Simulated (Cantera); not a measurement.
# Premixed flame

A freely propagating, adiabatic, planar premixed flame of H2 : O2 : N2 = 1 : 0.312 : 1.17 (molar parts), unburnt at 650 K and 3.55 atm; mixture-averaged transport, grid criteria slope 0.08 and curve 0.16, no radiation.

Computed with Cantera and the H2/O2 subset of GRI-Mech 3.0, which has no nitrogen chemistry. The hydrogen kinetics of GRI-Mech 3.0 are dated; newer H2 mechanisms differ, most at raised pressure. Burning velocities carry a grid error of a few per cent, more on coarse grids.

```json
[
 {"z (mm)": "-0.267", "T (K)": "650", "u (m/s)": "11.0", "x H2": "0.403", "x O2": "0.126", "x HO2": "<1e-8", "x H2O": "<1e-8", "x OH": "<1e-8", "x H": "<1e-8"},
 {"z (mm)": "-0.178", "T (K)": "650", "u (m/s)": "11.0", "x H2": "0.403", "x O2": "0.126", "x HO2": "<1e-8", "x H2O": "<1e-8", "x OH": "<1e-8", "x H": "<1e-8"},
 {"z (mm)": "-0.133", "T (K)": "650", "u (m/s)": "11.0", "x H2": "0.403", "x O2": "0.126", "x HO2": "1.82e-8", "x H2O": "1.03e-8", "x OH": "<1e-8", "x H": "<1e-8"},
 {"z (mm)": "-0.0890", "T (K)": "650", "u (m/s)": "11.0", "x H2": "0.403", "x O2": "0.126", "x HO2": "1.18e-6", "x H2O": "5.69e-7", "x OH": "<1e-8", "x H": "4.12e-8"},
 {"z (mm)": "-0.0445", "T (K)": "677", "u (m/s)": "11.4", "x H2": "0.397", "x O2": "0.126", "x HO2": "0.000443", "x H2O": "0.00104", "x OH": "6.87e-5", "x H": "0.000202"},
 {"z (mm)": "-0.0222", "T (K)": "917", "u (m/s)": "15.0", "x H2": "0.362", "x O2": "0.120", "x HO2": "0.000478", "x H2O": "0.0222", "x OH": "0.00102", "x H": "0.00636"},
 {"z (mm)": "0", "T (K)": "1358", "u (m/s)": "21.5", "x H2": "0.270", "x O2": "0.0835", "x HO2": "0.000219", "x H2O": "0.102", "x OH": "0.00337", "x H": "0.0358"},
 {"z (mm)": "0.0222", "T (K)": "1680", "u (m/s)": "26.3", "x H2": "0.182", "x O2": "0.0317", "x HO2": "7.87e-5", "x H2O": "0.200", "x OH": "0.00741", "x H": "0.0649"},
 {"z (mm)": "0.0445", "T (K)": "1837", "u (m/s)": "28.6", "x H2": "0.151", "x O2": "0.0105", "x HO2": "2.50e-5", "x H2O": "0.240", "x OH": "0.00951", "x H": "0.0705"},
 {"z (mm)": "0.0890", "T (K)": "1985", "u (m/s)": "30.6", "x H2": "0.146", "x O2": "0.00310", "x HO2": "7.30e-6", "x H2O": "0.257", "x OH": "0.0105", "x H": "0.0614"},
 {"z (mm)": "0.178", "T (K)": "2124", "u (m/s)": "32.4", "x H2": "0.152", "x O2": "0.00168", "x HO2": "3.89e-6", "x H2O": "0.264", "x OH": "0.00998", "x H": "0.0465"},
 {"z (mm)": "0.356", "T (K)": "2248", "u (m/s)": "34.0", "x H2": "0.158", "x O2": "0.000907", "x HO2": "2.11e-6", "x H2O": "0.271", "x OH": "0.00837", "x H": "0.0326"},
 {"z (mm)": "0.712", "T (K)": "2346", "u (m/s)": "35.2", "x H2": "0.162", "x O2": "0.000420", "x HO2": "9.87e-7", "x H2O": "0.277", "x OH": "0.00624", "x H": "0.0214"}
]
```
x: mole fraction of selected species; z is measured from the peak of heat release.

- laminar burning velocity: 1100 cm/s
- thermal thickness: 0.0890 mm
- peak x(HO2): 0.000654
- peak x(OH): 0.0105
- peak x(H): 0.0706
- grid points: 116
